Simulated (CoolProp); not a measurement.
A closed Brayton cycle with carbon dioxide: compressor inlet 310.15 K and 8.8 MPa, high pressure 25.7 MPa, turbine inlet 990 K, compressor efficiency 0.8, turbine efficiency 0.93, recuperator effectiveness 0.95 (on enthalpy, no pinch check). Each further row changes one setting.

Model: reference Helmholtz-energy equation of state, Span 1996, in CoolProp.

```tsv
case	thermal efficiency (%)	net work (kJ/kg)	compressor to turbine work	compressor exit (K)	turbine exit (K)
as stated	43.4	145	0.18	349.4	841.6
turbine inlet 940 K	42.1	135	0.19	349.4	796.7
compressor inlet 320.15 K	42.6	125	0.29	400.6	841.6
high pressure 21.8 MPa	41.4	126	0.16	342.6	863.6
recuperator effectiveness 0.5	24.2	145	0.18	349.4	841.6
```
